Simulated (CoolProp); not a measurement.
Saturation properties of methane (Tc = -82.6 °C, pc = 4599 kPa, ω = 0.011).

Model: reference Helmholtz-energy equation of state, Setzmann 1991, in CoolProp.

```csv
T (°C),p (kPa),vapour Z,vapour viscosity (µPa s)
-149.25,250.0,0.9322,4.74
-146.85,292.2,0.9245,4.84
-144.55,337.4,0.9166,4.93
-142.15,389.9,0.9079,5.03
-139.85,445.6,0.8991,5.12
-137.45,509.7,0.8893,5.23
-135.15,577.3,0.8795,5.32
-132.75,654.6,0.8686,5.43
-130.45,735.4,0.8577,5.53
-128.05,827.2,0.8457,5.65
-125.75,922.7,0.8337,5.76
-123.35,1031,0.8204,5.88
-121.05,1142,0.8072,6.00
-118.75,1262,0.7932,6.13
-116.35,1397,0.7780,6.27
```

It boils at -161.5 °C under 1 atm.

Viscosity comes from a separate model (Quiñones-Cisneros 2006).
